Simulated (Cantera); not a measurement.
A closed system holds: 1 mol Si, 5.8 mol HCl, 2.6 mol H₂, at 748.15 K and 0.100 bar.

Method: chemical equilibrium by Gibbs-energy minimisation in Cantera with the NASA 1993 tables (ideal gas, pure condensed phases). Candidate condensed phases: Si; 19 gas species. Kinetics and transport are ignored.

Base state: H₂ 0.621, HCl 0.243, SiCl₄ 0.135, SiHCl₃ 0.000152 (mole fractions); condensed: gas only.

**Question.** What changes in the equilibrium state with this change: HCl from 5.8 to 2 mol?

**Answer.** 
| species | before | after |
|---|---|---|
| H₂ | 0.621 | 0.867 |
| SiCl₄ | 0.135 | 0.0974 |
| SiHCl₃ | 0.000152 | 0.0331 |
| HCl | 0.243 | 0.00112 |
| SiH₂Cl₂ | 1.25e-8 | 0.000824 |
| SiCl₃ | 1.38e-7 | 2.54e-5 |
| Si(s), mol | 0 | 0.466 |
The tables' values for SiCl₃ are old estimates; treat these amounts as uncertain.

**Question.** What changes in the equilibrium state with this change: HCl from 5.8 to 3.4 mol?

**Answer.** 
| species | before | after |
|---|---|---|
| H₂ | 0.621 | 0.822 |
| SiCl₄ | 0.135 | 0.135 |
| SiHCl₃ | 0.000152 | 0.0412 |
| HCl | 0.243 | 0.00119 |
| SiH₂Cl₂ | 1.25e-8 | 0.000919 |
| SiCl₃ | 1.38e-7 | 3.25e-5 |
| Si(s), mol | 0 | 0.0966 |
The tables' values for SiCl₃ are old estimates; treat these amounts as uncertain.
